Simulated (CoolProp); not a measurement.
Vapour pressure (MPa) of acetone: the reference equation beside estimates from Tc = 235.0 °C, pc = 4.692 MPa, ω = 0.307.

The numbers come from the reference Helmholtz-energy equation of state, Lemmon 2006 in CoolProp. It is a short technical equation, of lower accuracy than the large ones.

```json
[
 {"T (°C)": "10.85", "reference": "0.01610", "Redlich-Kwong": "0.04382", "Soave-Redlich-Kwong": "0.01519", "Peng-Robinson": "0.01588"},
 {"T (°C)": "16.45", "reference": "0.02098", "Redlich-Kwong": "0.05486", "Soave-Redlich-Kwong": "0.01991", "Peng-Robinson": "0.02069"},
 {"T (°C)": "22.05", "reference": "?", "Redlich-Kwong": "0.06796", "Soave-Redlich-Kwong": "0.02579", "Peng-Robinson": "0.02665"},
 {"T (°C)": "27.65", "reference": "0.03441", "Redlich-Kwong": "0.08335", "Soave-Redlich-Kwong": "0.03302", "Peng-Robinson": "0.03396"},
 {"T (°C)": "33.25", "reference": "0.04336", "Redlich-Kwong": "0.1013", "Soave-Redlich-Kwong": "0.04182", "Peng-Robinson": "0.04283"},
 {"T (°C)": "38.85", "reference": "0.05413", "Redlich-Kwong": "?", "Soave-Redlich-Kwong": "0.05245", "Peng-Robinson": "0.05349"},
 {"T (°C)": "44.45", "reference": "0.06694", "Redlich-Kwong": "0.1458", "Soave-Redlich-Kwong": "0.06517", "Peng-Robinson": "0.06621"},
 {"T (°C)": "50.05", "reference": "0.08209", "Redlich-Kwong": "0.1730", "Soave-Redlich-Kwong": "?", "Peng-Robinson": "0.08126"},
 {"T (°C)": "55.65", "reference": "0.09986", "Redlich-Kwong": "0.2037", "Soave-Redlich-Kwong": "0.09802", "Peng-Robinson": "0.09893"},
 {"T (°C)": "61.25", "reference": "0.1206", "Redlich-Kwong": "0.2384", "Soave-Redlich-Kwong": "0.1188", "Peng-Robinson": "0.1195"},
 {"T (°C)": "66.85", "reference": "0.1445", "Redlich-Kwong": "0.2772", "Soave-Redlich-Kwong": "0.1429", "Peng-Robinson": "0.1434"},
 {"T (°C)": "72.45", "reference": "0.1720", "Redlich-Kwong": "0.3205", "Soave-Redlich-Kwong": "?", "Peng-Robinson": "0.1709"},
 {"T (°C)": "78.05", "reference": "?", "Redlich-Kwong": "0.3684", "Soave-Redlich-Kwong": "0.2026", "Peng-Robinson": "0.2024"}
]
```

Q: Some entries are withheld; supply them.

A: 
- 22.05, reference: 0.02702
- 38.85, Redlich-Kwong: 0.1220
- 50.05, Soave-Redlich-Kwong: 0.08026
- 72.45, Soave-Redlich-Kwong: 0.1707
- 78.05, reference: 0.2035

Absolute difference from the reference over all 13 rows, mean and median: Redlich-Kwong 121.2 and 117.8 %, Soave-Redlich-Kwong 2.8 and 2.6 %, Peng-Robinson 1.1 and 1.1 %.
